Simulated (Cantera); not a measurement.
An isothermal, constant-pressure homogeneous reactor starts with C₃H₈ : H₂ = 1 : 68 (molar parts), at 1375 K and 760 Torr.

Detailed kinetics in Cantera: GRI-Mech 3.0 (53 species, 325 reactions). GRI-Mech 3.0 was tuned for natural gas; its chemistry of propane as a main component is partial and can be far from experiment. GRI-Mech 3.0 stops at C3 and has no aromatics, soot or wall deposition, so with more carbon than oxygen in the feed, carbon stays in small species such as C2H2 where larger ones or solid carbon would form.

x: mole fraction; the columns are a selection and need not sum to one.

```tsv
t (s)	x C₃H₈	x H₂	x H	x C₂H₂	x C₂H₆	x CH₄
0.000600	0.000170	0.971	4.41e-5	0.000725	0.000250	0.0149
0.00118	2.65e-5	0.971	2.52e-5	0.00105	0.000256	0.0153
0.00233	2.25e-6	0.971	1.90e-5	0.00144	0.000251	0.0155
0.00458	1.67e-7	0.971	1.79e-5	0.00205	0.000236	0.0158
0.00901	1.24e-7	0.970	1.70e-5	0.00297	___	0.0163
0.0177	1.00e-7	0.970	1.56e-5	0.00413	___	0.0170
0.0349	7.74e-8	0.970	1.41e-5	0.00514	___	0.0181
0.0687	6.25e-8	0.969	1.26e-5	0.00552	___	0.0196
0.135	5.41e-8	0.968	1.13e-5	0.00516	___	0.0220
0.266	4.50e-8	0.966	9.77e-6	0.00435	___	0.0254
0.524	3.21e-8	0.964	7.98e-6	0.00326	___	0.0299
1.03	1.80e-8	0.961	6.16e-6	0.00207	___	0.0349
2.03	7.42e-9	0.959	4.63e-6	0.00103	___	0.0392
4.00	2.41e-9	0.957	3.69e-6	0.000389	___	0.0418
```

### Question
Complete the blanks.

### Answer

- 0.00901, x C₂H₆: 0.000211
- 0.0177, x C₂H₆: 0.000177
- 0.0349, x C₂H₆: 0.000143
- 0.0687, x C₂H₆: 0.000118
- 0.135, x C₂H₆: 0.000102
- 0.266, x C₂H₆: 8.43e-5
- 0.524, x C₂H₆: 6.19e-5
- 1.03, x C₂H₆: 3.80e-5
- 2.03, x C₂H₆: 1.85e-5
- 4.00, x C₂H₆: 7.51e-6
